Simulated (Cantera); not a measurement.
A closed system holds: 1 mol Al2O3, 35 mol HCl, held at 0.00630 bar.

Equilibrium computed with Cantera from the NASA thermochemical tables; the gas is ideal and each condensed phase is pure. Candidate condensed phases: Al, AlCl3, Al2O3, H2O; 29 gas species. The tables' values for AlCl2 are old estimates; treat these amounts as uncertain. Condensed phases not in the tables: AlOCl. Rates play no part.

x: gas mole fraction; n: condensed amount in mol.

```tsv
T (K)	x HCl	x Cl	x H2	x H2O	x AlCl3	x H	x AlCl2	n Al2O3(s)
600	1.000	1.34e-11	2.96e-9	1.02e-6	6.83e-7	<1e-12	<1e-12	1.000
700	1.000	1.72e-9	4.33e-8	6.72e-6	4.48e-6	<1e-12	<1e-12	1.000
800	1.000	6.51e-8	3.38e-7	2.73e-5	1.82e-5	<1e-12	<1e-12	1.000
900	1.000	1.06e-6	1.83e-6	8.06e-5	5.37e-5	…	<1e-12	0.999
1000	1.000	9.28e-6	8.23e-6	0.000190	0.000127	…	2.69e-12	0.998
1100	0.999	5.10e-5	3.27e-5	0.000381	0.000254	…	1.02e-10	0.996
1200	0.999	0.000203	0.000113	0.000677	0.000451	…	2.19e-9	0.992
1300	0.997	0.000639	0.000336	0.00109	0.000730	…	2.96e-8	0.987
1400	0.995	0.00170	0.000872	0.00164	0.00110	…	2.76e-7	0.981
1500	0.990	0.00396	0.00200	0.00233	0.00155	…	1.90e-6	0.973
1600	0.982	0.00827	0.00414	0.00313	0.00208	…	1.02e-5	0.963
1700	0.969	0.0158	0.00784	0.00404	0.00265	…	4.42e-5	0.952
1800	0.949	0.0280	0.0137	0.00506	0.00319	…	0.000158	0.940
1900	0.919	0.0465	0.0222	0.00624	0.00355	…	0.000468	0.924
```

Question: What belongs in the gaps?

Answer: 
- 900, x H: 1.99e-12
- 1000, x H: 8.20e-11
- 1100, x H: 1.86e-9
- 1200, x H: 2.64e-8
- 1300, x H: 2.56e-7
- 1400, x H: 1.81e-6
- 1500, x H: 9.92e-6
- 1600, x H: 4.41e-5
- 1700, x H: 0.000164
- 1800, x H: 0.000528
- 1900, x H: 0.00149
